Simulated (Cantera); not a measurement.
An isothermal, constant-pressure homogeneous reactor starts with 18.7 % H2, 81.3 % O2, at 1275 K and 180 Pa.

Detailed kinetics in Cantera: GRI-Mech 3.0 (53 species, 325 reactions). Radical loss at walls, strong at low pressure, is not modelled. The temperature is held fixed by assumption; the heat of reaction is taken as removed at once.

x: mole fraction; the columns are a selection and need not sum to one.

```csv
t (s),x H2,x O2,x H,x OH,x O,x H2O
0.000400,0.187,0.813,2.81e-8,1.05e-8,1.40e-8,1.34e-8
0.00102,0.187,0.813,1.67e-7,7.84e-8,1.14e-7,2.08e-7
0.00261,0.187,0.813,8.73e-6,4.28e-6,6.35e-6,1.49e-5
0.00666,0.0744,0.746,0.0460,0.0156,0.0357,0.0818
0.0170,0.00837,0.696,0.0591,0.0118,0.0816,0.143
0.0434,0.00821,0.699,0.0567,0.0118,0.0794,0.145
0.111,0.00780,0.706,0.0511,0.0115,0.0737,0.150
0.283,0.00676,0.721,0.0389,0.0108,0.0609,0.161
0.722,0.00445,0.750,0.0190,0.00897,0.0373,0.180
1.84,?,0.779,?,?,?,0.198
4.71,0.000276,0.791,0.000265,0.00229,0.00215,0.204
12.0,4.41e-5,0.793,1.68e-5,0.000917,0.000343,0.206
30.7,8.88e-6,0.793,1.52e-6,0.000412,6.91e-5,0.206
78.3,2.27e-6,0.794,1.97e-7,0.000209,1.77e-5,0.206
200,7.23e-7,0.794,3.54e-8,0.000118,5.63e-6,0.206
```

Question: What belongs in the gaps?

Answer: 
- 1.84, x H2: 0.00155
- 1.84, x H: 0.00362
- 1.84, x OH: 0.00539
- 1.84, x O: 0.0123
